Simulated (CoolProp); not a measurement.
Vapour-liquid equilibrium of toluene (1) + o-xylene (2) at 397 K; x and y are mole fractions of (1).

The numbers come from the multi-fluid Helmholtz-energy mixture model, Lemmon 2006 and Zhou 2012; pair parameters Bell 2016 in CoolProp.

| x | bubble pressure (MPa) | y at the bubble point | dew pressure at overall composition x (MPa) | liquid density (mol/L) |
|---|---|---|---|---|
| 0.05 | 0.06112 | 0.113 | 0.05871 | 7.472 |
| 0.2 | 0.07419 | 0.382 | 0.06480 | 7.594 |
| 0.35 | 0.08769 | 0.573 | 0.07236 | 7.719 |
| 0.5 | 0.1012 | 0.714 | 0.08198 | 7.847 |
| 0.65 | 0.1147 | 0.821 | 0.09463 | 7.979 |
| 0.8 | 0.1279 | 0.907 | 0.1118 | 8.115 |
| 0.95 | 0.1411 | 0.978 | 0.1357 | 8.258 |

No azeotrope shows between x = 0.05 and 0.95.

The pair parameters rest on a limited set of measurements; away from them the model extrapolates.
